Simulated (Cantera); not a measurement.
Input: 1 mol Si2Cl6, 8.7 mol H2, held at 975 K.

These are equilibrium values from Cantera (NASA tables, ideal gas, pure condensed phases), not measurements of a reactor. Candidate condensed phases: Si; 19 gas species. The feed counts by its element totals alone. Rates play no part.

Question: What share of the Si ends up in condensed phases as a function of P (Pa), at 100, 300, 880, 2600, 7700, 23000, 68000, 200000?

Answer: 
| P (Pa) | Si condensed (%) | as |
|---|---|---|
| 100 | 28.3 | Si(s) |
| 300 | 26.9 | Si(s) |
| 880 | 25.6 | Si(s) |
| 2600 | 24.1 | Si(s) |
| 7700 | 22.6 | Si(s) |
| 23000 | 20.9 | Si(s) |
| 68000 | 19.0 | Si(s) |
| 200000 | 16.9 | Si(s) |
